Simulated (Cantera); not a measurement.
Predominance diagram of Ca at 1375 K against the partial pressures of O2 and Cl2 (log10, bar). Standard-state values (1 bar) from the NASA 1993 polynomials, evaluated with Cantera. Candidates: Ca(l), CaCl2(l), CaO(s). Only these pure phases compete in this equilibrium. Not in the tables: oxide halides.

### Question
Which phase is stable at these pairs, and which metal-bearing vapour leads over it? (-3.1, -13.1); (-7.6, 0); (-13.8, 0); (-19.9, -11.5); (0, -13.1); (-19.9, -9.9); (-24.5, -18.1)

### Answer
```
log p(O2)  log p(Cl2)     phase  chief vapour  log p (bar)
---------  ----------  --------  ------------  -----------
-3.1            -13.1    CaO(s)         CaCl2        -11.2
-7.6                0  CaCl2(l)         CaCl2         -3.6
-13.8               0  CaCl2(l)         CaCl2         -3.6
-19.9           -11.5  CaCl2(l)         CaCl2         -3.6
0               -13.1    CaO(s)         CaCl2        -12.7
-19.9            -9.9  CaCl2(l)         CaCl2         -3.6
-24.5           -18.1    CaO(s)         CaCl2         -5.5
```
